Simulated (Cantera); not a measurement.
An isothermal plug-flow reactor at 775 K and 380000 Pa (inlet), inlet velocity 1 m/s, active area per volume 1600 1/m; feed CH₄ : O₂ : N₂ = 0.0068 : 0.02 : 0.79 (molar parts).

Cantera simulation using Deutschmann's 1995 Pt surface mechanism with GRI-Mech 3.0 gas chemistry; the numbers are that mechanism's predictions, not measurements. Catalytic surfaces can have several steady states; this one follows from the mechanism file's or the stated starting coverage. Mass transfer to the wall is taken as infinitely fast.

Question: What does this change do: temperature 775 to 1000 K?

Answer: 
| quantity | before | after |
|---|---|---|
| x(CH₄) at z = 0.0065 m | 0.00827 | 0.00327 |
| x(O₂) at z = 0.0065 m | 0.0244 | 0.0144 |
| x(H₂O) at z = 0.0065 m | 0.000117 | 0.0101 |
| x(CO₂) at z = 0.0065 m | 5.77e-5 | 0.00504 |
| x(CO) at z = 0.0065 m | 8.60e-7 | 1.82e-6 |
| θ(free Pt) at the exit | 0.0280 | 0.233 |
| θ(O*) at the exit | 0.972 | 0.763 |

Question: What does this change do: temperature 775 to 925 K?

Answer: 
| quantity | before | after |
|---|---|---|
| x(CH₄) at z = 0.0065 m | 0.00827 | 0.00626 |
| x(O₂) at z = 0.0065 m | 0.0244 | 0.0204 |
| x(H₂O) at z = 0.0065 m | 0.000117 | 0.00413 |
| x(CO₂) at z = 0.0065 m | 5.77e-5 | 0.00206 |
| x(CO) at z = 0.0065 m | 8.60e-7 | 2.16e-6 |
| θ(free Pt) at the exit | 0.0280 | 0.137 |
| θ(O*) at the exit | 0.972 | 0.860 |

Question: What does this change do: temperature 775 to 1075 K?

Answer: 
| quantity | before | after |
|---|---|---|
| x(CH₄) at z = 0.0065 m | 0.00827 | 0.000811 |
| x(O₂) at z = 0.0065 m | 0.0244 | 0.00953 |
| x(H₂O) at z = 0.0065 m | 0.000117 | 0.0150 |
| x(CO₂) at z = 0.0065 m | 5.77e-5 | 0.00747 |
| x(CO) at z = 0.0065 m | 8.60e-7 | 7.08e-7 |
| θ(free Pt) at the exit | 0.0280 | 0.343 |
| θ(O*) at the exit | 0.972 | 0.653 |
